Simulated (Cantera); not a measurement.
A closed system holds: 1 mol Si, 0.98 mol HCl, 14 mol H₂, at 13300 Pa.

Cantera equilibrium calculation (NASA polynomials, part measured and part estimated; ideal gas, pure solids and liquids). Candidate condensed phases: Si; 19 gas species. The tables' values for SiCl₃ are old estimates; treat these amounts as uncertain. Equilibrium is a limit: real reactors are often held back by kinetics, nucleation or transport.

x: gas mole fraction; n: condensed amount in mol.

```csv
T (K),x H₂,x HCl,x SiCl₄,x SiHCl₃,x SiCl₂,x SiCl₃,n Si(s)
625,0.981,6.60e-5,0.0107,0.00771,2.24e-9,1.60e-7,0.725
675,0.981,0.000184,0.0108,0.00754,2.22e-8,7.25e-7,0.726
725,0.981,0.000445,0.0108,0.00738,1.59e-7,2.66e-6,0.727
775,0.981,0.000955,0.0108,0.00720,8.79e-7,8.19e-6,0.729
825,0.980,0.00186,0.0107,0.00699,3.92e-6,2.18e-5,0.733
875,0.979,0.00335,0.0105,0.00673,1.46e-5,5.15e-5,0.739
925,0.977,0.00561,0.0101,0.00641,4.64e-5,0.000109,0.748
975,0.975,0.00883,0.00949,0.00599,0.000129,0.000208,0.761
1025,0.972,0.0131,0.00859,(withheld),0.000317,0.000361,0.777
1075,0.968,0.0185,0.00738,(withheld),0.000693,0.000568,0.796
1125,0.963,0.0248,0.00590,(withheld),0.00135,0.000805,0.817
1175,0.958,0.0313,0.00427,(withheld),0.00234,0.00101,0.837
1225,0.953,0.0374,0.00273,(withheld),0.00359,0.00111,0.854
```

Question: Fill in the missing entries.

Answer: 
- 1025, x SiHCl₃: 0.00546
- 1075, x SiHCl₃: 0.00479
- 1125, x SiHCl₃: 0.00398
- 1175, x SiHCl₃: 0.00308
- 1225, x SiHCl₃: 0.00217
